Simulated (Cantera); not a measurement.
**Reactions in the system C-H-Ni-S**

Standard-state values (1 bar) from the NASA 1993 polynomials, evaluated with Cantera. Values are per mole of reaction as written; species without (g) are pure solids or liquids, kept so even where they would boil at 1 bar.

4 NiS2 + C3H8(g) ⇌ 4 H2S(g) + 3 C + 4 NiS

```tsv
T (K)	ΔH° (kJ)	ΔS° (J/K)	ΔG° (kJ)	log10 K
300	196.7	494.0	48.5	-8.45
398	196.3	492.7	0.2	-0.02
448	196.0	492.1	-24.5	2.85
498	195.7	491.5	-49.0	5.14
548	195.3	490.8	-73.6	7.02
598	194.9	490.0	-98.1	8.57
```

2 S + Ni3S4 ⇌ 3 NiS2

```tsv
T (K)	ΔH° (kJ)	ΔS° (J/K)	ΔG° (kJ)	log10 K	condensed phases
300	-93.0	-34.7	-82.6	14.38	S(s), Ni3S4(s), NiS2(s)
398	-97.9	-47.5	-79.0	10.37	S(l), Ni3S4(s), NiS2(s)
448	-99.8	-51.9	-76.5	8.92	S(l), Ni3S4(s), NiS2(s)
498	-102.2	-57.0	-73.8	7.74	S(l), Ni3S4(s), NiS2(s)
548	-104.8	-61.9	-70.8	6.75	S(l), Ni3S4(s), NiS2(s)
598	-107.3	-66.3	-67.6	5.91	S(l), Ni3S4(s), NiS2(s)
```
